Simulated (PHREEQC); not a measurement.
1 kg of water holding 0.12 mol CaCl2 and 0.032 mol MgCl2 is evaporated at 60 °C; the solids stay in contact with the brine. The system is closed to CO2. Solids allowed: Bischofite, Brucite, Portlandite, MgCl2_4H2O. Others were left out.

Model: Pitzer model, pitzer.dat, run in PHREEQC.

Problem. Predict water activity at water left (kg) = 0.6755, 0.3082, 0.1156, 0.06418, 0.03564.

Solution. 
```tsv
water left (kg)	water activity
0.6755	0.990
0.3082	0.976
0.1156	0.924
0.06418	0.830
0.03564	0.611
```

At this temperature some constants are extrapolated from 25 °C, and those without enthalpy data are left unchanged.
